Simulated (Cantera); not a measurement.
A closed system holds: 1 mol TiO₂, 0.88 mol CH₄, 0.16 mol CO, at 120 Pa.

Cantera equilibrium calculation (NASA polynomials, part measured and part estimated; ideal gas, pure solids and liquids). Candidate condensed phases: C, C₆H₆, C₇H₈, C₈H₁₈, H₂O, Ti, TiC, TiO, TiO₂, Ti₂O₃, Ti₃O₅, Ti₄O₇; 113 gas species. Mutual solubility and eutectic melting of coexisting phases are not modelled. TiC, TiO: taken at fixed stoichiometry. Condensed phases not in the tables: solid solutions among these carbides, nitrides and lower oxides. The numbers say what is thermodynamically allowed, not how fast it happens.

x: gas mole fraction; n: condensed amount in mol.

```tsv
T (°C)	x H₂	x CO	x H	x TiO	x H₂O	x CH₄	x CO₂	n C(graphite)	n Ti₃O₅(s)	n TiC(s)	n Ti₂O₃(s)	n TiO(s)
850	0.781	0.219	1.09e-6	<1e-12	[?]	2.15e-5	3.47e-6	0.547	0.333	0	0	0
950	0.665	0.335	7.08e-6	<1e-12	[?]	2.44e-6	5.37e-6	0	0	0.152	0.424	0
1050	0.665	0.335	3.73e-5	3.36e-12	[?]	3.89e-7	4.94e-6	0	0	0.152	0.424	0
1150	0.665	0.335	0.000156	2.18e-10	[?]	8.08e-8	4.59e-6	0	0	0.152	0.424	0
1250	0.664	0.335	0.000544	8.06e-9	[?]	2.07e-8	4.31e-6	0	0	0.152	0.424	0
1350	0.663	0.335	0.00162	1.89e-7	[?]	6.31e-9	4.08e-6	0	0	0.152	0.424	0
1450	0.625	0.371	0.00416	2.69e-6	[?]	1.72e-9	5.48e-6	0	0	0	0.120	0.760
1550	0.620	0.370	0.00985	2.30e-5	[?]	3.58e-10	9.83e-6	0	0	0	0.120	0.760
1650	0.611	0.367	0.0213	0.000155	[?]	8.59e-11	1.67e-5	0	0	0	0.120	0.760
```

Task: Complete the blanks.

Result: 
- 850, x H₂O: 1.35e-5
- 950, x H₂O: 1.55e-5
- 1050, x H₂O: 1.82e-5
- 1150, x H₂O: 2.06e-5
- 1250, x H₂O: 2.29e-5
- 1350, x H₂O: 2.51e-5
- 1450, x H₂O: 3.24e-5
- 1550, x H₂O: 6.45e-5
- 1650, x H₂O: 0.000119
